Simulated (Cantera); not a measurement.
An isothermal, constant-pressure homogeneous reactor starts with H2 : O2 : N2 = 1.4 : 1 : 1 (molar parts), equivalence ratio 0.70, at 850 K and 0.630 bar. Integrator tolerance rtol = 1e-08.

Detailed kinetics in Cantera: the H2/O2 subset of GRI-Mech 3.0, which has no nitrogen chemistry. Below about 950 K walls govern HO2 and H2O2 in real vessels. The temperature is held fixed by assumption; the heat of reaction is taken as removed at once.

Task: What does this change do: temperature 850 to 1173 K?

Result: 
```csv
quantity,before,after
x(H2) at 4.00 s,0.385 (gas-phase equilibrium <1e-12),1.41e-8 (gas-phase equilibrium 1.41e-8)
x(O2) at 4.00 s,0.281 (gas-phase equilibrium 0.111),0.111 (gas-phase equilibrium 0.111)
x(H2O2) at 4.00 s,0.00196 (gas-phase equilibrium 4.06e-11),2.57e-9 (gas-phase equilibrium 2.57e-9)
x(HO2) at 4.00 s,2.92e-5 (gas-phase equilibrium 6.97e-11),1.24e-8 (gas-phase equilibrium 1.24e-8)
x(OH) at 4.00 s,5.56e-9 (gas-phase equilibrium 8.01e-9),4.50e-6 (gas-phase equilibrium 4.50e-6)
```
